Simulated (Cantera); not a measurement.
A closed system holds: 1 mol BN, 0.16 mol H2O, a varied amount of N2, at 1775 K and 0.100 bar.

Equilibrium computed with Cantera from the NASA thermochemical tables; the gas is ideal and each condensed phase is pure. Candidate condensed phases: B, BN, B2O3, B3O3H3, H2O; 39 gas species. Rates play no part.

x: gas mole fraction; n: condensed amount in mol.

```tsv
n(N2) (mol)	x N2	x H2	x B2O3	x HBO	x HBO2	x B2O2	n BN(s)
4.8	0.957	0.0288	0.00716	0.00271	0.00250	[?]	0.889
5.9	0.965	0.0237	0.00586	0.00229	0.00199	[?]	0.889
7.2	0.971	0.0195	0.00482	0.00195	0.00159	[?]	0.888
8.8	0.976	0.0161	0.00395	0.00166	0.00126	[?]	0.888
11	0.981	0.0129	0.00316	0.00138	0.000975	[?]	0.887
13	0.984	0.0110	0.00267	0.00120	0.000803	[?]	0.886
16	0.987	0.00896	0.00216	0.00101	0.000629	[?]	0.886
20	0.989	0.00718	0.00171	0.000835	0.000484	[?]	0.885
24	0.991	0.00599	0.00142	0.000716	0.000389	[?]	0.884
29	0.992	0.00497	0.00116	0.000610	0.000311	[?]	0.883
36	0.994	0.00400	0.000924	0.000507	0.000240	[?]	0.882
44	0.995	0.00328	0.000746	0.000427	0.000188	[?]	0.881
53	0.996	0.00272	0.000610	0.000364	0.000150	[?]	0.881
```

### Question
What belongs in the gaps?

### Answer

- 4.8, x B2O2: 0.00102
- 5.9, x B2O2: 0.000887
- 7.2, x B2O2: 0.000777
- 8.8, x B2O2: 0.000679
- 11, x B2O2: 0.000584
- 13, x B2O2: 0.000521
- 16, x B2O2: 0.000452
- 20, x B2O2: 0.000387
- 24, x B2O2: 0.000341
- 29, x B2O2: 0.000299
- 36, x B2O2: 0.000256
- 44, x B2O2: 0.000222
- 53, x B2O2: 0.000194
